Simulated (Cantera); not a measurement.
## Reactions in the system C-H

Cantera with NASA thermochemical tables; ideal gases at 1 bar, condensed phases pure. Values are per mole of reaction as written; species without (g) are pure solids or liquids, kept so even where they would boil at 1 bar.

3 CH3(g) ⇌ C3H8(g) + H(g)

| T (K) | ΔH° (kJ) | ΔS° (J/K) | ΔG° (kJ) | log10 K |
|---|---|---|---|---|
| 1448 | -314.9 | -188.7 | -41.6 | 1.50 |
| 1648 | -310.5 | -185.9 | -4.2 | 0.13 |
| 1848 | -306.0 | -183.3 | 32.7 | -0.93 |
| 2048 | -301.5 | -181.0 | 69.2 | -1.76 |
| 2248 | -296.9 | -178.8 | 105.1 | -2.44 |
| 2448 | -292.4 | -176.9 | 140.7 | -3.00 |
| 2648 | -287.8 | -175.1 | 175.9 | -3.47 |
| 2848 | -283.4 | -173.5 | 210.8 | -3.87 |

4 CH3(g) ⇌ 3 CH4(g) + C

| T (K) | ΔH° (kJ) | ΔS° (J/K) | ΔG° (kJ) | log10 K |
|---|---|---|---|---|
| 1448 | -815.6 | -230.1 | -482.4 | 17.40 |
| 1648 | -811.0 | -227.1 | -436.6 | 13.84 |
| 1848 | -805.4 | -224.0 | -391.5 | 11.07 |
| 2048 | -799.0 | -220.7 | -347.1 | 8.85 |
| 2248 | -791.9 | -217.4 | -303.3 | 7.05 |
| 2448 | -784.1 | -214.1 | -260.1 | 5.55 |
| 2648 | -775.8 | -210.8 | -217.6 | 4.29 |
| 2848 | -766.8 | -207.5 | -175.8 | 3.22 |

3 C2H6(g) ⇌ 6 H2(g) + C6H6(g)

| T (K) | ΔH° (kJ) | ΔS° (J/K) | ΔG° (kJ) | log10 K |
|---|---|---|---|---|
| 1448 | 383.3 | 454.9 | -275.4 | 9.93 |
| 1648 | 382.9 | 454.6 | -366.3 | 11.61 |
| 1848 | 381.3 | 453.7 | -457.2 | 12.92 |
| 2048 | 379.0 | 452.6 | -547.8 | 13.97 |
| 2248 | 376.3 | 451.3 | -638.2 | 14.83 |
| 2448 | 373.3 | 450.0 | -728.3 | 15.54 |
| 2648 | 370.2 | 448.8 | -818.2 | 16.14 |
| 2848 | 367.1 | 447.7 | -907.8 | 16.65 |
